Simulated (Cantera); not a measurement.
Equilibrium for boron, boron nitride and boron oxide: borazine + O2 + N2

Input: 1 mol borazine, a varied amount of O2, 75 mol N2, at 0.0100 bar.

Method: chemical equilibrium by Gibbs-energy minimisation in Cantera with the NASA 1993 tables (ideal gas, pure condensed phases). Candidate condensed phases: B, BN, B2O3, B3O3H3, H2O; 39 gas species. The feed counts by its element totals alone. Mutual solubility and eutectic melting of coexisting phases are not modelled. Rates play no part.

### Question
Map the stable condensed phases over T = 1175, 1250, 1325, 1400, 1475, 1550, 1625, 1700, 1775, 1850, 1925, 2000, 2075 °C and n(O2) in mol = 0.57, 0.71, 0.88, 1.1, 1.4, 1.7, 2.1, 2.6, 3.3.

### Answer
```
T in °C \ n(O2) in mol
         0.57 0.71 0.88  1.1  1.4  1.7  2.1  2.6  3.3
   2075     A    A    A    A    B    B    B    B    B
   2000     C    C    C    C    C    B    B    B    B
   1925     C    C    C    C    C    B    B    B    B
   1850     C    C    C    C    C    B    B    B    B
   1775     C    C    C    C    C    B    B    B    B
   1700     C    C    C    C    C    B    B    B    B
   1625     C    C    C    C    C    B    B    B    B
   1550     C    C    C    C    C    C    B    B    B
   1475     C    C    C    C    C    C    B    B    B
   1400     C    C    C    C    C    C    C    B    B
   1325     C    C    C    C    C    C    C    B    B
   1250     C    D    D    D    D    D    D    E    B
   1175     D    D    D    D    D    D    D    E    E
```
A: B; B: gas only; C: BN; D: BN + B2O3; E: B2O3.
